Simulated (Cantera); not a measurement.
Charge: 1 mol B, 3.4 mol H₂O, 1 mol N₂, equilibrated at 1100 K and 3.53 Torr.

Equilibrium computed with Cantera from the NASA thermochemical tables; the gas is ideal and each condensed phase is pure. Gases not in the tables: H₃BO₃. Kinetics and transport are ignored.

```json
[
 {"species": "H₂O", "before": "0.430", "after": "0.770"},
 {"species": "N₂", "before": "0.227", "after": "0.227"},
 {"species": "HBO₂", "before": "0.00167", "after": "0.00223"},
 {"species": "H₂", "before": "0.341", "after": "7.74e-6"},
 {"species": "(HBO₂)₃", "before": "0.000338", "after": "0.000809"},
 {"species": "B₂O₃(l), mol", "before": "0.494", "after": "0.990"}
]
```
Gas species are given as mole fractions.

Problem. Which change was made?
A) B replaced by B₂O₃
B) temperature from 1100 K to 1073 K
C) H₂O from 3.4 to 1.4 mol
D) pressure from 3.53 Torr to 7.50 Torr

Solution. A, B replaced by B₂O₃
